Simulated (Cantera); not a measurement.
A closed system holds: 1 mol PbO, 11 mol H2, at 1 atm.

Equilibrium computed with Cantera from the NASA thermochemical tables; the gas is ideal and each condensed phase is pure. Candidate condensed phases: H2O, Pb, PbO, PbO2, Pb3O4; 12 gas species. Kinetics and transport are ignored. All values below are at 1227 °C.

Base state: H2 0.887, H2O 0.0887, Pb 0.0242, H 1.65e-5, Pb2 1.02e-5 (mole fractions); condensed: Pb(l).

Question: What changes in the equilibrium state with this change: PbO replaced by HgO?

Answer: 
| species | before | after |
|---|---|---|
| H2 | 0.887 | 0.833 |
| Hg | 0 | 0.0833 |
| H2O | 0.0887 | 0.0833 |
| Pb | 0.0242 | 0 |
| Pb2 | 1.02e-5 | 0 |
| H | 1.65e-5 | 1.60e-5 |
| Pb(l), mol | 0.727 | 0 |
Further candidate phases: Hg, HgO.
